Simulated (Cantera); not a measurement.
Feed: 1 mol SiCl4, 2.2 mol HCl, 18 mol H2, equilibrated at 1023.15 K and 33000 Pa.

Method: chemical equilibrium by Gibbs-energy minimisation in Cantera with the NASA 1993 tables (ideal gas, pure condensed phases). Candidate condensed phases: Si; 19 gas species. The tables' values for SiCl3 are old estimates; treat these amounts as uncertain. Rates play no part.

Base state: H2 0.846, HCl 0.107, SiCl4 0.0441, SiHCl3 0.00295, SiCl3 0.000130, SiH2Cl2 2.19e-5 (mole fractions); condensed: gas only.

Task: What changes in the equilibrium state with this change: temperature from 1023.15 K to 1123.15 K?

Result: 
| species | before | after |
|---|---|---|
| H2 | 0.846 | 0.843 |
| HCl | 0.107 | 0.110 |
| SiCl4 | 0.0441 | 0.0408 |
| SiCl2 | 8.10e-6 | 0.000158 |
| SiCl3 | 0.000130 | 0.000721 |
